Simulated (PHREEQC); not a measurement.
# Nickel, zinc or cadmium bath: speciation

A solution holds 0.028 mol CdSO4 and 6.6e-05 mol FeSO4 per kg of water, at 46 °C. Closed to the air; pH follows from the charge balance.

The numbers come from PHREEQC with the ion-association model, phreeqc.dat.

Each row changes one thing in this solution. No solid was allowed to form.

```csv
case,pH,ionic strength (mol/kgw),HSO4- (mol/kgw)
as made,5.93,0.0601,1.34e-6
FeSO4 from 6.6e-05 to 0.00033 mol/kgw,5.92,0.0606,1.37e-6
CdSO4 replaced by MgSO4 at the same molality,6.49,0.0546,3.79e-7
temperature from 46 to 55 °C,5.84,0.0597,2.06e-6
FeSO4 replaced by Fe2(SO4)3 at the same molality,4.02,0.0603,0.000109
temperature from 46 to 85 °C,5.60,0.0593,7.89e-6
```

Some of these states are supersaturated (in Hematite (slow to form), Goethite (slow to form), for instance). Away from 25 °C the constants follow the database's enthalpies or fits; those with neither stay at their 25 °C values.
